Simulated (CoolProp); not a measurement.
Vapour-liquid equilibrium of n-butane (1) + cyclohexane (2) at 316.6 K; x and y are mole fractions of (1).

The numbers come from the multi-fluid Helmholtz-energy mixture model, Bücker 2006 and Zhou 2014; pair parameters Bell 2016 in CoolProp.

```json
[
 {"x": "0.05", "bubble pressure (kPa)": "42.23", "y at the bubble point": "0.360", "dew pressure at overall composition x (kPa)": "29.60", "liquid density (mol/L)": "9.033"},
 {"x": "0.125", "bubble pressure (kPa)": "66.28", "y at the bubble point": "0.623", "dew pressure at overall composition x (kPa)": "31.90", "liquid density (mol/L)": "9.099"},
 {"x": "0.2", "bubble pressure (kPa)": "93.37", "y at the bubble point": "0.754", "dew pressure at overall composition x (kPa)": "34.59", "liquid density (mol/L)": "9.162"},
 {"x": "0.275", "bubble pressure (kPa)": "122.6", "y at the bubble point": "0.830", "dew pressure at overall composition x (kPa)": "37.78", "liquid density (mol/L)": "9.222"},
 {"x": "0.35", "bubble pressure (kPa)": "153.2", "y at the bubble point": "0.878", "dew pressure at overall composition x (kPa)": "41.63", "liquid density (mol/L)": "9.277"},
 {"x": "0.425", "bubble pressure (kPa)": "184.4", "y at the bubble point": "0.910", "dew pressure at overall composition x (kPa)": "46.36", "liquid density (mol/L)": "9.328"},
 {"x": "0.5", "bubble pressure (kPa)": "215.5", "y at the bubble point": "0.932", "dew pressure at overall composition x (kPa)": "52.31", "liquid density (mol/L)": "9.373"},
 {"x": "0.575", "bubble pressure (kPa)": "246.3", "y at the bubble point": "0.949", "dew pressure at overall composition x (kPa)": "60.05", "liquid density (mol/L)": "9.412"},
 {"x": "0.65", "bubble pressure (kPa)": "276.4", "y at the bubble point": "0.962", "dew pressure at overall composition x (kPa)": "70.53", "liquid density (mol/L)": "9.445"},
 {"x": "0.725", "bubble pressure (kPa)": "306.0", "y at the bubble point": "0.972", "dew pressure at overall composition x (kPa)": "85.57", "liquid density (mol/L)": "9.470"},
 {"x": "0.8", "bubble pressure (kPa)": "335.3", "y at the bubble point": "0.981", "dew pressure at overall composition x (kPa)": "109.0", "liquid density (mol/L)": "9.486"},
 {"x": "0.875", "bubble pressure (kPa)": "364.8", "y at the bubble point": "0.988", "dew pressure at overall composition x (kPa)": "151.1", "liquid density (mol/L)": "9.492"},
 {"x": "0.95", "bubble pressure (kPa)": "395.1", "y at the bubble point": "0.995", "dew pressure at overall composition x (kPa)": "248.8", "liquid density (mol/L)": "9.486"}
]
```

No azeotrope shows between x = 0.05 and 0.95.

The pair parameters rest on a limited set of measurements; away from them the model extrapolates.
